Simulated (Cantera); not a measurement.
What does this Cantera script print?

```python
import numpy as np
import cantera as ct

gas_names = [...]  # 110 gases of nasa_gas.yaml made of C, H, O
cond_names = """
    C(gr) C6H6(L) C7H8(L) C8H18(L),n-octa H2O(s) H2O(L)
""".split()


# ... load() reads the species with a 1 bar reference pressure and builds the phases ...
atoms = {
    'CH3OH': {'C': 1, 'H': 4, 'O': 1},
    'H2O': {'H': 2, 'O': 1},
    'O2': {'O': 2},
}
top_T = {'C(gr)': 4500}  # K; cautious upper limits of use, not melting points


# ... equilibrate(T, P, feed) seeds the gas with the atoms and calls Mixture.equilibrate('TP', solver="vcs", rtol=1e-11, max_steps=5000) ...
results = []
T = 2800  # K
P = 3300  # Pa
for m in [0.033, 0.051, 0.081, 0.13, 0.2, 0.31, 0.49, 0.77, 1.2, 1.9]:
    feed = {'CH3OH': 1, 'H2O': 0.92, 'O2': m}  # mol
    mix = equilibrate(T, P, feed)
    results.append((T, P, feed, dict(zip(mix.species_names, mix.species_moles))))

top = {s: max(r[3][s] / sum(r[3][g] for g in gas_names) for r in results) for s in gas_names}
cols = sorted((s for s in top if top[s] > 1e-05), key=lambda s: -top[s])[:7]
seen = [c for c in cond_names if any(r[3].get(c, 0) > 1e-12 for r in results)]
print("log10 of partial pressures in bar; condensed amounts in mol")
print(f"{'n(O2)':>10s}" + "".join(f"{s[:9]:>10s}" for s in cols + seen))
for T, P, feed, n in results:
    ng = sum(n[g] for g in gas_names)
    print(f"{feed['O2']:10.4g}" + "".join(f"{np.log10(max(n[s] / ng * P / 1e5, 1e-99)):10.3f}" for s in cols)
          + "".join(f"{n.get(c, 0):10.4g}" for c in seen))
```

Output:

```
log10 of partial pressures in bar; condensed amounts in mol
     n(O2)        H2       H2O         H        CO        O2        OH         O
     0.033    -1.960    -2.321    -2.067    -2.179    -4.045    -2.979    -3.288
     0.051    -1.966    -2.307    -2.070    -2.180    -4.006    -2.962    -3.268
     0.081    -1.977    -2.286    -2.075    -2.183    -3.943    -2.936    -3.237
      0.13    -1.994    -2.255    -2.084    -2.188    -3.847    -2.897    -3.189
       0.2    -2.019    -2.217    -2.096    -2.194    -3.720    -2.846    -3.125
      0.31    -2.058    -2.168    -2.116    -2.206    -3.543    -2.777    -3.037
      0.49    -2.123    -2.110    -2.149    -2.227    -3.297    -2.686    -2.914
      0.77    -2.221    -2.058    -2.198    -2.264    -2.999    -2.586    -2.765
       1.2    -2.354    -2.034    -2.264    -2.324    -2.685    -2.496    -2.608
       1.9    -2.521    -2.055    -2.348    -2.416    -2.390    -2.432    -2.460
```

Method: chemical equilibrium by Gibbs-energy minimisation in Cantera with the NASA 1993 tables (ideal gas, pure condensed phases).
